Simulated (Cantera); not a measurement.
Feed: 1 mol SiH₄, 3.9 mol N₂, at 652 °C and 94.0 Pa.

Cantera equilibrium calculation (NASA polynomials, part measured and part estimated; ideal gas, pure solids and liquids). Candidate condensed phases: Si, Si₃N₄; 18 gas species. N₂ is the only nitrogen source here; it is nearly inert below about 1500 K, so the nitride shown seldom forms there in practice. Rates play no part.

Base state: N₂ 0.618, H₂ 0.382 (mole fractions); condensed: Si₃N₄(s).

Problem. What changes in the equilibrium state with this change: SiH₄ replaced by trisilylamine?

Solution. 
| species | before | after |
|---|---|---|
| H₂ | 0.382 | 0.652 |
| N₂ | 0.618 | 0.348 |
| Si₃N₄(s), mol | 0.333 | 1.00 |
The feed counts by its element totals alone.
